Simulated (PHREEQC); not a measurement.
## Buffer

Make-up at 25 °C and 100 atm: 0.0021 mol/kgw KHCO3 and 6.9e-05 mol/kgw NH3. Closed to the air; pH follows from the charge balance.

Computed with PHREEQC (ion-association model, phreeqc.dat).

Each row changes one thing in this solution. No solid was allowed to form.

| case | pH | ionic strength (mol/kgw) |
|---|---|---|
| as made | 8.67 | 0.00221 |
| NH3 left out | 8.23 | 0.00212 |
| temperature from 25 to 75 °C | 8.12 | 0.00215 |
| KHCO3 left out | 9.41 | 2.85e-5 |
| KHCO3 from 0.0021 to 0.00315 mol/kgw | 8.56 | 0.00328 |
| NH3 from 6.9e-05 to 6.9e-06 mol/kgw | 8.29 | 0.00213 |
| KHCO3 from 0.0021 to 0.0042 mol/kgw | 8.48 | 0.00434 |

Species that the database lacks are ignored. Under pressure, the constants of complexes without a molar volume in the database are unreliable. At this temperature some constants are extrapolated from 25 °C, and those without enthalpy data are left unchanged.
